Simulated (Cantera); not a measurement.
What does this Cantera script print?

```python
import numpy as np
import cantera as ct

gas_names = """
    B BCL BCL2 BCL3 BH BH2 BH3 BN BO BOCL BO2 B2 B2O B2O2 B2O3 B3O3CL3 B3O3H3 CL CLO CL2 H HBO HBO2 HCL
    HNO HNO2 HNO3 HOCL HO2 H2 H2O H2O2 H3B3O6 N NH NH2 NH3 NH2OH NO NO2 NO3 N2 N2H2 N2H4 N2O O OH O2 O3
""".split()
cond_names = """
    B(b) B(L) BN(s) B2O3(L) B3O3H3(cr) H2O(s) H2O(L) NH4CL(a) NH4CL(b)
""".split()


def load(file, names, dense=False):
    # The tables refer to 1 bar. Condensed volumes are neglected.
    table = {s.name: s for s in ct.Species.list_from_file(file)}
    out = []
    for n in names:
        d = dict(table[n].input_data)
        d["thermo"] = dict(d["thermo"], **{"reference-pressure": 1e5})
        if dense:
            d["equation-of-state"] = {"model": "constant-volume", "density": "1e6 g/cm^3"}
        out.append(ct.Species.from_dict(d))
    return out


gas = ct.Solution(thermo="ideal-gas", species=load("nasa_gas.yaml", gas_names))
cond = {s.name: ct.Solution(thermo="fixed-stoichiometry", species=[s], name=s.name)
        for s in load("nasa_condensed.yaml", cond_names, dense=True)}
atoms = {
    'BCl3': {'B': 1, 'CL': 3},
    'H2O': {'H': 2, 'O': 1},
    'N2': {'N': 2},
}
top_T = {'BN(s)': 3200}  # K; cautious upper limits of use, not melting points


def equilibrate(T, P, feed):
    n = {}
    for name, mol in feed.items():
        for a, k in atoms[name].items():
            n[a] = n.get(a, 0.0) + k * mol
    gas.TPX = T, P, n
    mass = sum(n.values()) * gas.mean_molecular_weight
    gas.equilibrate("TP")
    valid = [c for c in cond.values() if c.min_temp <= T <= top_T.get(c.name, c.max_temp)]
    mix = ct.Mixture([(gas, mass / gas.mean_molecular_weight)] + [(c, 0.0) for c in valid])
    mix.T, mix.P = T, P
    mix.equilibrate("TP", solver="vcs", rtol=1e-11, max_steps=5000)
    return mix


results = []
T = 1798.15  # K
P = 11  # Pa
for m in [3.1, 10, 17, 24, 31, 38, 45]:
    feed = {'BCl3': 1, 'H2O': 2.8, 'N2': m}  # mol
    mix = equilibrate(T, P, feed)
    results.append((T, P, feed, dict(zip(mix.species_names, mix.species_moles))))

top = {s: max(r[3][s] / sum(r[3][g] for g in gas_names) for r in results) for s in gas_names}
cols = sorted((s for s in top if top[s] > 0.0001), key=lambda s: -top[s])[:6]
seen = [c for c in cond_names if any(r[3].get(c, 0) > 1e-12 for r in results)]
print("log10 of partial pressures in bar; condensed amounts in mol")
print(f"{'n(N2)':>10s}" + "".join(f"{s[:9]:>10s}" for s in cols + seen))
for T, P, feed, n in results:
    ng = sum(n[g] for g in gas_names)
    print(f"{feed['N2']:10.4g}" + "".join(f"{np.log10(max(n[s] / ng * P / 1e5, 1e-99)):10.3f}" for s in cols)
          + "".join(f"{n.get(c, 0):10.4g}" for c in seen))
```

It prints:

```
log10 of partial pressures in bar; condensed amounts in mol
     n(N2)        N2       HCL      HBO2       H2O        CL        H2
       3.1    -4.378    -4.459    -4.940    -4.940    -5.251    -5.553
        10    -4.138    -4.741    -5.210    -5.212    -5.437    -5.746
        17    -4.074    -4.918    -5.378    -5.380    -5.554    -5.867
        24    -4.044    -5.047    -5.499    -5.502    -5.638    -5.955
        31    -4.026    -5.148    -5.594    -5.598    -5.704    -6.025
        38    -4.015    -5.231    -5.672    -5.677    -5.759    -6.082
        45    -4.007    -5.302    -5.738    -5.744    -5.805    -6.132
```

Equilibrium computed with Cantera from the NASA thermochemical tables; the gas is ideal and each condensed phase is pure. The tables' values for BOCl are old estimates; treat these amounts as uncertain.
